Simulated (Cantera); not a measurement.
What does this Cantera script print?

```python
import numpy as np
import cantera as ct

gas_names = """
    CL CL2 H HCL H2 Si SiCL SiCL2 SiCL3 SiCL4 SiH SiHCL3 SiH2 SiH2CL2 SiH3 SiH3CL SiH4 Si2 Si3
""".split()
cond_names = """
    Si(cr) Si(L)
""".split()


# ... load() reads the species with a 1 bar reference pressure and builds the phases ...
atoms = {
    'SiCl4': {'Si': 1, 'CL': 4},
    'Cl2': {'CL': 2},
    'H2': {'H': 2},
}
top_T = {}  # K; cautious upper limits of use, not melting points


# ... equilibrate(T, P, feed) seeds the gas with the atoms and calls Mixture.equilibrate('TP', solver="vcs", rtol=1e-11, max_steps=5000) ...
results = []
feed = {'SiCl4': 1, 'Cl2': 0.95, 'H2': 12}  # mol
P = 23000  # Pa
for T in [1073, 1173, 1273, 1373, 1473, 1573, 1673]:
    mix = equilibrate(T, P, feed)
    results.append((T, P, feed, dict(zip(mix.species_names, mix.species_moles))))
    x = sorted(zip(gas.X, gas.species_names), reverse=True)
    print(f"T = {T:g} K  P = {P:g} Pa  gas = {mix.phase_moles(0):.4g} mol")
    print("   x: " + "  ".join(f"{s} {v:.3e}" for v, s in x if v > 0.0001))
    print("   condensed (mol): " + ("  ".join(f"{mix.phase(i).name} {mix.phase_moles(i):.4g}"
          for i in range(1, mix.n_phases) if mix.phase_moles(i) > 1e-12) or "none"))
```

It prints:

```
T = 1073 K  P = 23000 Pa  gas = 13.95 mol
   x: H2 7.870e-01  HCL 1.413e-01  SiCL4 6.659e-02  SiHCL3 4.544e-03  SiCL3 4.452e-04
   condensed (mol): none
T = 1173 K  P = 23000 Pa  gas = 13.97 mol
   x: H2 7.812e-01  HCL 1.472e-01  SiCL4 6.114e-02  SiHCL3 7.563e-03  SiCL3 2.057e-03  SiCL2 6.822e-04  SiH2CL2 1.198e-04
   condensed (mol): none
T = 1273 K  P = 23000 Pa  gas = 14.06 mol
   x: H2 7.677e-01  HCL 1.612e-01  SiCL4 5.020e-02  SiHCL3 9.552e-03  SiCL3 6.157e-03  SiCL2 4.951e-03  SiH2CL2 2.516e-04
   condensed (mol): none
T = 1373 K  P = 23000 Pa  gas = 14.28 mol
   x: H2 7.420e-01  HCL 1.879e-01  SiCL4 3.291e-02  SiCL2 1.745e-02  SiCL3 1.114e-02  SiHCL3 8.219e-03  SiH2CL2 3.037e-04
   condensed (mol): none
T = 1473 K  P = 23000 Pa  gas = 14.55 mol
   x: H2 7.131e-01  HCL 2.182e-01  SiCL2 3.468e-02  SiCL4 1.610e-02  SiCL3 1.277e-02  SiHCL3 4.944e-03  SiH2CL2 2.380e-04
   condensed (mol): none
T = 1573 K  P = 23000 Pa  gas = 14.74 mol
   x: H2 6.929e-01  HCL 2.392e-01  SiCL2 4.851e-02  SiCL3 1.065e-02  SiCL4 6.147e-03  SiHCL3 2.361e-03  SiH2CL2 1.495e-04
   condensed (mol): none
T = 1673 K  P = 23000 Pa  gas = 14.85 mol
   x: H2 6.826e-01  HCL 2.498e-01  SiCL2 5.654e-02  SiCL3 7.562e-03  SiCL4 2.110e-03  SiHCL3 1.034e-03  H 1.962e-04
   condensed (mol): none
```

Equilibrium computed with Cantera from the NASA thermochemical tables; the gas is ideal and each condensed phase is pure. The tables' values for SiCl3 are old estimates; treat these amounts as uncertain.
